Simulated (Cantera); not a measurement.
Silicon carbide growth: SiH4 + C2H2 + H2

Input: 1 mol SiH4, 0.57 mol C2H2, 1100 mol H2, equilibrated at 1330 Pa.

Cantera equilibrium calculation (NASA polynomials, part measured and part estimated; ideal gas, pure solids and liquids). Candidate condensed phases: C, C6H6, C7H8, C8H18, Si, SiC; 87 gas species. Gases not in the tables: Si2H6 and higher silanes. Kinetics and transport are ignored.

From 1025 K to 1175 K the condensed part is SiC(s). From 1325 K to 1625 K the condensed part is C(graphite) + SiC(s). From 1775 K to 1925 K the condensed part is SiC(s). At 2075 K nothing is condensed.

```json
[
 {"T (K)": "1025", "x H2": "1.000", "x H": "3.77e-8", "x Si": "<1e-12", "x C2H2 (acetylene)": "3.71e-11", "x CH4": "0.000127", "x SiH": "<1e-12", "n SiC(s)": "1.00", "n C(graphite)": "0"},
 {"T (K)": "1175", "x H2": "1.000", "x H": "1.06e-6", "x Si": "<1e-12", "x C2H2 (acetylene)": "1.58e-8", "x CH4": "0.000127", "x SiH": "<1e-12", "n SiC(s)": "1.00", "n C(graphite)": "0"},
 {"T (K)": "1325", "x H2": "1.000", "x H": "1.42e-5", "x Si": "2.38e-11", "x C2H2 (acetylene)": "8.51e-7", "x CH4": "8.95e-5", "x SiH": "1.99e-11", "n SiC(s)": "1.000", "n C(graphite)": "0.0394"},
 {"T (K)": "1475", "x H2": "1.000", "x H": "0.000112", "x Si": "2.85e-9", "x C2H2 (acetylene)": "6.67e-6", "x CH4": "3.87e-5", "x SiH": "1.17e-9", "n SiC(s)": "1.000", "n C(graphite)": "0.0824"},
 {"T (K)": "1625", "x H2": "0.999", "x H": "0.000611", "x Si": "1.40e-7", "x C2H2 (acetylene)": "3.55e-5", "x CH4": "1.96e-5", "x SiH": "3.21e-8", "n SiC(s)": "1.000", "n C(graphite)": "0.0399"},
 {"T (K)": "1775", "x H2": "0.997", "x H": "0.00250", "x Si": "5.30e-6", "x C2H2 (acetylene)": "6.29e-5", "x CH4": "7.39e-6", "x SiH": "7.51e-7", "n SiC(s)": "0.992", "n C(graphite)": "0"},
 {"T (K)": "1925", "x H2": "0.992", "x H": "0.00824", "x Si": "0.000104", "x C2H2 (acetylene)": "0.000121", "x CH4": "3.54e-6", "x SiH": "9.72e-6", "n SiC(s)": "0.863", "n C(graphite)": "0"},
 {"T (K)": "2075", "x H2": "0.976", "x H": "0.0228", "x Si": "0.000762", "x C2H2 (acetylene)": "0.000478", "x CH4": "2.80e-6", "x SiH": "4.97e-5", "n SiC(s)": "0", "n C(graphite)": "0"}
]
```
x: gas mole fraction; n: condensed amount in mol.
